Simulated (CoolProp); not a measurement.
Computed with CoolProp (reference Helmholtz-energy equation of state, Rui 2013).

Question: Give the vapour pressure (kPa), liquid cp (kJ/(kg K)), liquid viscosity (µPa s), vapour viscosity (µPa s) of saturated R236EA at 277, 302.6, 328.2 K.

Answer: 
```
T (K)  p (kPa)  liquid cp (kJ/(kg K))  liquid viscosity (µPa s)  vapour viscosity (µPa s)
-----  -------  ---------------------  ------------------------  ------------------------
277       92.1                   1.23                       521                      10.1
302.6      240                   1.27                       360                      11.0
328.2      526                   1.32                       258                      11.9
```

Viscosity comes from a separate model (Huber 2003), an estimate that may be off by 10 % or more.
